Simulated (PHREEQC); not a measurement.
LiOH is added in steps, without added water, to 1 kg of water holding 0.68 mol/kgw LiCl and 0.0024 mol/kgw Na2B4O7, at 25 °C. The system is closed to CO2. The run lets Halite, Borax, Boric_acid,s, NaBO2:4H2O, NaB5O8:5H2O, Teepleite precipitate or redissolve, and no other solid.

Base run: PHREEQC, Pitzer model, pitzer.dat. Each further column changes one thing. The table gives pH.

```csv
LiOH added (mol),base,"database phreeqc.dat, all activity coefficients set to 1","database phreeqc.dat, metal-ligand complexes left out",database wateq4f.dat,database phreeqc.dat
0,8.80,9.24,9.04,8.92,9.04
0.00084,8.95,9.39,9.19,9.07,9.19
0.00154,9.08,9.52,9.33,9.20,9.33
0.00238,9.26,9.70,9.51,9.38,9.51
0.00322,9.48,9.92,9.72,9.60,9.72
0.00406,9.80,10.22,10.02,9.92,10.02
0.00476,10.19,10.58,10.38,10.31,10.38
0.0056,10.63,10.99,10.78,10.76,10.78
```

 pitzer.dat has no redox and few complexes: it carries them in its interaction parameters. phreeqc.dat and wateq4f.dat share most of their constants, so their agreement is no independent check. Solids allowed in the column 'database phreeqc.dat, all activity coefficients set to 1': Halite. Solids allowed in the column 'database phreeqc.dat, metal-ligand complexes left out': Halite. Solids allowed in the column 'database wateq4f.dat': Halite. Solids allowed in the column 'database phreeqc.dat': Halite.
